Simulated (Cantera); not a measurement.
An isothermal, constant-pressure homogeneous reactor starts with H2 : O2 : N2 = 0.23 : 1 : 3.5 (molar parts), equivalence ratio 0.12, at 1023 K and 0.0263 atm.

Detailed kinetics in Cantera: the H2/O2 subset of GRI-Mech 3.0, which has no nitrogen chemistry. Radical loss at walls, strong at low pressure, is not modelled. The temperature is held fixed by assumption; the heat of reaction is taken as removed at once.

One state of this run: x H2 = 3.26e-9; x O2 = 0.192; x H2O2 = 3.13e-10; x HO2 = 6.30e-10; x H = 3.81e-11; x H2O = 0.0498. x: mole fraction; the columns are a selection and need not sum to one.

Task: Which value of t (s) does it belong to?
(A) 100
(B) 0.00220
(C) 40.9
(D) 0.00538

Result: C, 40.9
